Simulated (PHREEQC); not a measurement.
Solution (25 °C): 0.3 mol/kgw NaHF2. Closed to the air; pH follows from the charge balance.

The numbers come from PHREEQC with the ion-association model, phreeqc.dat.

Each row changes one thing in this solution. This is a speciation only: nothing precipitates in the calculation.

| case | pH | ionic strength (mol/kgw) | HF (mol/kgw) | F- (mol/kgw) | HF2- (mol/kgw) | NaF (mol/kgw) |
|---|---|---|---|---|---|---|
| as made | 2.95 | 0.288 | 0.181 | 0.171 | 0.117 | 0.0131 |
| diluted 10-fold with water | ___ | 0.0305 | 0.0263 | ___ | 0.00280 | 0.000337 |
| diluted 100-fold with water | 3.30 | 0.00352 | 0.00244 | 0.00349 | ___ | 5.28e-6 |
| temperature from 25 to 55 °C | 3.19 | ___ | 0.175 | 0.165 | 0.124 | 0.0121 |
| NaHF2 from 0.3 to 0.06 mol/kgw | 3.08 | 0.0599 | 0.0495 | 0.0503 | 0.00955 | 0.00110 |
| diluted 5-fold with water | 3.08 | 0.0599 | 0.0495 | 0.0503 | 0.00955 | 0.00110 |

Complete the blanks.


- diluted 10-fold with water, pH: 3.12
- diluted 10-fold with water, F- (mol/kgw): 0.0277
- diluted 100-fold with water, HF2- (mol/kgw): 3.27e-5
- temperature from 25 to 55 °C, ionic strength (mol/kgw): 0.289

Constants without temperature data keep their 25 °C values here.
